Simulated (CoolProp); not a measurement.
A single-stage vapour-compression cycle with carbonyl sulfide: evaporating at 243.15 K (dew point), condensing at 275.15 K (bubble point), superheat 8 K, subcooling 0 K, compressor efficiency 0.6, no pressure losses. Each further row changes one setting.

Computed with CoolProp (reference Helmholtz-energy equation of state, Lemmon 2006). It is a short technical equation, of lower accuracy than the large ones.

```json
[
 {"case": "as stated", "cooling COP": "[?]", "pressure ratio": "2.91", "discharge temperature (K)": "349.3", "refrigerating effect (kJ/kg)": "260", "volumetric capacity (kJ/m³)": "1860"},
 {"case": "evaporating temperature 248.15 K", "cooling COP": "4.88", "pressure ratio": "2.42", "discharge temperature (K)": "337.1", "refrigerating effect (kJ/kg)": "[?]", "volumetric capacity (kJ/m³)": "2230"},
 {"case": "condensing temperature 270.15 K", "cooling COP": "4.79", "pressure ratio": "2.51", "discharge temperature (K)": "[?]", "refrigerating effect (kJ/kg)": "267", "volumetric capacity (kJ/m³)": "1900"},
 {"case": "subcooling 5 K", "cooling COP": "4.06", "pressure ratio": "2.91", "discharge temperature (K)": "349.3", "refrigerating effect (kJ/kg)": "267", "volumetric capacity (kJ/m³)": "1900"},
 {"case": "superheat 18 K", "cooling COP": "3.89", "pressure ratio": "2.91", "discharge temperature (K)": "362.1", "refrigerating effect (kJ/kg)": "267", "volumetric capacity (kJ/m³)": "1830"},
 {"case": "compressor efficiency 0.5", "cooling COP": "3.30", "pressure ratio": "2.91", "discharge temperature (K)": "[?]", "refrigerating effect (kJ/kg)": "260", "volumetric capacity (kJ/m³)": "1860"}
]
```

### Question
Some entries are withheld; supply them.

### Answer

- as stated, cooling COP: 3.96
- evaporating temperature 248.15 K, refrigerating effect (kJ/kg): 263
- condensing temperature 270.15 K, discharge temperature (K): 334.9
- compressor efficiency 0.5, discharge temperature (K): 366.2
